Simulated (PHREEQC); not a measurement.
Solution (84 °C): 0.0087 mol/kgw NiCl2, 0.22 mol/kgw H3BO3 and 0.084 mol/kgw HCl. Closed to the air; pH follows from the charge balance.

Model: ion-association model, wateq4f.dat, run in PHREEQC.

No solid was allowed to form.

**Question.** Order these Ni species by the share of Ni that they hold, largest first: Ni+2, NiCl+, NiCl2.

**Answer.** Ni+2 (91 %), NiCl+ (7.2 %), NiCl2 (1.4 %)

The pH is 1.17 and the ionic strength 0.108 mol/kgw. Constants without temperature data keep their 25 °C values here.
